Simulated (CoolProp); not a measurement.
Vapour-liquid equilibrium of diethyl ether (1) + n-hexane (2) at 0.382 MPa; x and y are mole fractions of (1).

Computed with CoolProp (multi-fluid Helmholtz-energy mixture model, Thol 2014 and Thol 2019; pair parameters Bell 2016).

**Question.** Give the bubble temperature and the first vapour's composition at x = 0.2, 0.65, 0.95. Is there an azeotrope?

**Answer.** x = 0.2: 378.0 K, y = 0.387; x = 0.65: 360.5 K, y = 0.809; x = 0.95: 352.4 K, y = 0.977. No azeotrope shows between x = 0.05 and 0.95.

The pair parameters rest on a limited set of measurements; away from them the model extrapolates.
